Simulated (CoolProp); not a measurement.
Vapour-liquid equilibrium of carbon dioxide (1) + propylene (2) at 260.1 K; x and y are mole fractions of (1).

Model: multi-fluid Helmholtz-energy mixture model, Span 1996 and Lemmon 2013; pair parameters Bell 2016, in CoolProp.

```
x     bubble pressure, mixture model (kPa)  bubble pressure, Raoult's law (kPa)  y, mixture model  y, Raoult's law
----  ------------------------------------  -----------------------------------  ----------------  ---------------
0.05                                 554.2                                489.4                 …            0.248
0.15                                 861.8                                693.2             0.573            0.525
0.25                                  1129                                897.1             0.690            0.676
0.35                                  1357                                 1101             0.757            0.771
0.45                                     …                                 1305             0.803            0.837
0.55                                  1723                                 1509             0.838            0.884
0.65                                  1881                                 1712                 …            0.921
0.75                                  2033                                 1916             0.901            0.949
0.85                                     …                                 2120             0.935            0.973
0.95                                  2345                                 2324             0.976            0.992
```

Question: Complete the blanks.

Answer: 
- 0.05, y, mixture model: 0.309
- 0.45, bubble pressure, mixture model (kPa): 1552
- 0.65, y, mixture model: 0.870
- 0.85, bubble pressure, mixture model (kPa): 2186

The largest gap from Raoult's law is +25.8 % in bubble pressure, at x = 0.25. No azeotrope shows between x = 0.05 and 0.95.

The pair parameters rest on a limited set of measurements; away from them the model extrapolates.
